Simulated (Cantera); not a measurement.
Input: 1 mol Pb, 0.2 mol CO2, 110 mol H2, equilibrated at 1750 K and 18.0 Pa.

Equilibrium computed with Cantera from the NASA thermochemical tables; the gas is ideal and each condensed phase is pure. Candidate condensed phases: C, C6H6, C7H8, C8H18, H2O, Pb, PbO, PbO2, Pb3O4; 113 gas species. Kinetics and transport are ignored.

Base state: H2 0.970, H 0.0171, Pb 0.00892, CO 0.00178, H2O 0.00178 (mole fractions); condensed: gas only.

What changes in the equilibrium state with this change: pressure from 18.0 Pa to 0.120 bar?


```tsv
species	before	after
H2	0.970	0.987
Pb	0.00892	0.00899
CO	0.00178	0.00180
H	0.0171	0.000667
H2O	0.00178	0.00180
```

What changes in the equilibrium state with this change: Pb replaced by Si?


```tsv
species	before	after
H2	0.970	0.974
H	0.0171	0.0171
Si	0	0.00476
Pb	0.00892	0
SiO	0	0.00290
H2O	0.00178	1.30e-9
SiH	0	8.33e-5
Si2C	0	3.84e-5
SiC(s), mol	0	0.120
```
Gases not in the tables: Si2H6 and higher silanes. Further candidate phases: Si, SiC, SiO2.
